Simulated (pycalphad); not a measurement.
# Effect of B content in Ti-B

CALPHAD calculation (pycalphad, COST 507 light-alloy database (1999)), 1 atm. The data set is of 1999 and partly superseded. Amounts are mole fractions of atoms. Kinetics are ignored, which matters at the lower temperatures.

One of these alloys has its liquidus at 2472 K, its solidus at 1814 K, and holds BM 0.75, HCP_A3 0.25 at 850 K. Which?
A) Ti-12.02B (wt.%)
B) Ti-40.91B (wt.%)
C) Ti-22.72B (wt.%)

A, Ti-12.02B (wt.%). The others: Ti-22.72B (wt.%), liquidus 3334, solidus 2456; Ti-40.91B (wt.%), liquidus 3373, solidus 2332

Database names, with the compositions (at.%) that they take in these runs: BM: Ti 50 B 50. HCP_A3 is hcp.
